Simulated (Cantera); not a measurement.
Feed: 1 mol CaCO3, 1.3 mol H2, 0.022 mol O2, 0.063 mol H2O, at 1425 K and 2.93 Torr.

Method: chemical equilibrium by Gibbs-energy minimisation in Cantera with the NASA 1993 tables (ideal gas, pure condensed phases). Candidate condensed phases: C, C6H6, C7H8, C8H18, Ca, CaCO3, CaO, Ca(OH)2, H2O; 115 gas species. Kinetics and transport are ignored.

Base state: H2O 0.319, CO 0.274, H2 0.258, CO2 0.149, H 5.54e-5 (mole fractions); condensed: CaO(s).

Problem. What changes in the equilibrium state with this change: H2 from 1.3 to 0.073 mol?

Solution. 
```csv
species,before,after
CO2,0.149,0.856
H2O,0.319,0.118
CO,0.274,0.0241
H2,0.258,0.00146
H,5.54e-5,4.18e-6
"CaO(s), mol",1.00,1.00
```

Problem. What changes in the equilibrium state with this change: temperature from 1425 K to 700 K?

Solution. 
```csv
species,before,after
H2,0.258,0.912
H2O,0.319,0.0828
CO,0.274,0.00224
CO2,0.149,0.00191
CH4,<1e-9,0.00114
H,5.54e-5,<1e-9
"CaO(s), mol",1.00,0.00723
"CaCO3(calcite), mol",0,0.993
```

Problem. What changes in the equilibrium state with this change: H2O from 0.063 to 5.9 mol?

Solution. 
```
species       before    after
-----------  -------  -------
H2O            0.319    0.757
H2             0.258    0.121
CO2            0.149   0.0895
CO             0.274   0.0324
H            5.54e-5  3.79e-5
CaO(s), mol     1.00    1.000
```
